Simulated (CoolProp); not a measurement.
Properties of n-heptane along the isobar 172 kPa (Tc = 541.2 K, pc = 2774 kPa, ω = 0.349).

Values from CoolProp's reference Helmholtz-energy equation of state, Span 2003. It is a short technical equation, of lower accuracy than the large ones.

| T (K) | phase | density (kg/m³) | cp (kJ/(kg K)) | cv (kJ/(kg K)) | expansivity (1/kK) | Prandtl number |
|---|---|---|---|---|---|---|
| 234.7 | liquid | 732.4 | 2.045 | 1.586 | 1.129 | 13.5 |
| 264.6 | liquid | 707.7 | 2.125 | 1.666 | 1.170 | 9.40 |
| 294.5 | liquid | 682.7 | 2.227 | 1.762 | 1.233 | 7.34 |
| 324.4 | liquid | 657.2 | 2.345 | 1.871 | 1.325 | 6.13 |
| 354.3 | liquid | 630.5 | 2.477 | 1.986 | 1.456 | 5.34 |
| 384.2 | liquid | 602.0 | 2.620 | 2.105 | 1.648 | 4.78 |
| 414 | gas | 5.331 | 2.221 | 2.106 | 3.029 | 0.749 |
| 443.9 | gas | 4.897 | 2.332 | 2.226 | 2.672 | 0.746 |
| 473.8 | gas | 4.539 | 2.444 | 2.344 | 2.409 | 0.744 |
| 503.7 | gas | 4.237 | 2.553 | 2.457 | 2.205 | 0.742 |

Viscosity comes from a separate model (Michailidou 2014). Thermal conductivity comes from a separate model (Assael 2013).
